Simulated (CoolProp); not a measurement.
Vapour-liquid equilibrium of m-xylene (1) + o-xylene (2) at 538.4 K; x and y are mole fractions of (1).

Values from CoolProp's multi-fluid Helmholtz-energy mixture model, Zhou 2012 and Zhou 2012; pair parameters Bell 2016.

Task: Give the bubble pressure and the first vapour's composition at x = 0.25, 0.35, 0.75. Is there an azeotrope?

Result: x = 0.25: 1148 kPa, y = 0.265; x = 0.35: 1162 kPa, y = 0.368; x = 0.75: 1215 kPa, y = 0.764. No azeotrope shows between x = 0.05 and 0.95.

The pair parameters rest on a limited set of measurements; away from them the model extrapolates.
